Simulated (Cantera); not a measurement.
What does this Cantera script print?

```python
import numpy as np
import cantera as ct

gas = ct.Solution("SiF4_NH3_mec.yaml", "gas")
gas.TPX = 2275, 33000, {'NH3': 1, 'N2': 0.71}
reactor = ct.IdealGasConstPressureReactor(gas, energy="off", clone=False)
net = ct.ReactorNet([reactor])
net.rtol, net.atol = 1e-08, 1e-18
show = ['NH3', 'N2H4', 'H2', 'N', 'N2H2', 'N2', 'NH']
times = np.geomspace(3e-05, 3, 14)

steps = ct.SolutionArray(gas, extra=["t"])
rows = []
print(f"{'t/s':>10s}{'T/K':>9s}{'P/Pa':>11s}" + "".join(f"{s:>11s}" for s in show))
for t in times:
    while net.time < t:
        t_next = net.step()
        steps.append(gas.state, t=t_next)
    rows.append([np.interp(t, steps.t, y) for y in (steps.T, steps.P, *steps(*show).X.T)])
    print(f"{t:10.3e}{rows[-1][0]:9.1f}{rows[-1][1]:11.4g}" + "".join(f"{x:11.3e}" for x in rows[-1][2:]))
rate = np.gradient(steps.T, steps.t)
print("integrator steps:", len(steps.t))
if steps.T.max() > steps.T[0] + 200:
    print(f"time of steepest temperature rise: {steps.t[rate.argmax()]:.4e} s")
gas.TPX = 2275, 33000, {'NH3': 1, 'N2': 0.71}
gas.equilibrate("TP")
print(f"equilibrium (TP): T = {gas.T:.1f} K  " + "  ".join(f"{s} {gas[s].X[0]:.3e}" for s in show))
```

It prints:

```
       t/s      T/K       P/Pa        NH3       N2H4         H2          N       N2H2         N2         NH
 3.000e-05   2275.0    3.3e+04  5.826e-01  5.636e-08  9.167e-04  3.791e-08  1.937e-06  4.149e-01  1.074e-05
 7.273e-05   2275.0    3.3e+04  5.791e-01  2.127e-07  3.049e-03  1.577e-07  8.723e-06  4.146e-01  3.048e-05
 1.763e-04   2275.0    3.3e+04  5.700e-01  3.091e-07  1.122e-02  5.002e-07  1.403e-05  4.149e-01  4.531e-05
 4.275e-04   2275.0    3.3e+04  5.481e-01  2.589e-07  3.214e-02  1.225e-06  1.328e-05  4.161e-01  5.298e-05
 1.037e-03   2275.0    3.3e+04  4.996e-01  1.894e-07  7.830e-02  2.545e-06  1.137e-05  4.188e-01  6.139e-05
 2.513e-03   2275.0    3.3e+04  4.038e-01  1.200e-07  1.693e-01  4.114e-06  8.346e-06  4.241e-01  6.629e-05
 6.093e-03   2275.0    3.3e+04  2.527e-01  5.742e-08  3.126e-01  5.328e-06  4.575e-06  4.323e-01  6.240e-05
 1.477e-02   2275.0    3.3e+04  9.365e-02  1.435e-08  4.632e-01  6.031e-06  1.447e-06  4.409e-01  4.717e-05
 3.581e-02   2275.0    3.3e+04  9.605e-03  6.864e-10  5.418e-01  6.663e-06  1.297e-07  4.452e-01  2.329e-05
 8.683e-02   2275.0    3.3e+04  5.707e-05  2.653e-13  5.452e-01  1.484e-06  1.329e-10  4.441e-01  1.548e-06
 2.105e-01   2275.0    3.3e+04  8.467e-06  6.232e-15  5.450e-01  2.427e-07  4.206e-12  4.440e-01  2.451e-07
 5.104e-01   2275.0    3.3e+04  2.896e-06  7.299e-16  5.450e-01  8.305e-08  1.405e-12  4.440e-01  8.386e-08
 1.237e+00   2275.0    3.3e+04  1.455e-06  1.850e-16  5.450e-01  4.174e-08  1.128e-12  4.440e-01  4.215e-08
 3.000e+00   2275.0    3.3e+04  1.200e-06  1.261e-16  5.450e-01  3.443e-08  1.098e-12  4.440e-01  3.476e-08
integrator steps: 1820
equilibrium (TP): T = 2275.0 K  NH3 1.193e-06  N2H4 1.246e-16  H2 5.450e-01  N 3.422e-08  N2H2 1.097e-12  N2 4.440e-01  NH 3.455e-08
```

Computed with Cantera and the gas-phase N/H chemistry of the illustrative SiF4/NH3 mechanism in the Surface Chemkin manual (1991). Walls and surfaces, which speed up NH3 decomposition in real reactors, are not modelled.
